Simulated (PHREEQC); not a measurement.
Dissolve 1.2 mol NH4Cl and 0.36 mol NaOH per kg of water at 10 °C. Closed to the air; pH follows from the charge balance.

Model: ion-association model, phreeqc.dat, run in PHREEQC.

### Question
The ionic strength comes out as 1.20 mol/kgw. What activity coefficients do NH4+, Cl-, OH-, Na+ get?

### Answer
NH4+ 0.52, Cl- 0.61, OH- 0.57, Na+ 0.75.

This is a speciation only: nothing precipitates in the calculation. Caution: at this ionic strength the ion-association model is outside its range; a Pitzer model would be the better tool where its parameters exist. Away from 25 °C the constants follow the database's enthalpies or fits; those with neither stay at their 25 °C values.
